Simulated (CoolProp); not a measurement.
Model: reference Helmholtz-energy equation of state, Zhou 2012, in CoolProp.

Question: For p-xylene, give the phase and the isothermal compressibility (1/MPa), expansivity (1/kK) at 143.95 °C and 0.101 MPa.

Answer: 
- 143.95 °C and 0.101 MPa: gas; isothermal compressibility 10.4, expansivity 2.85
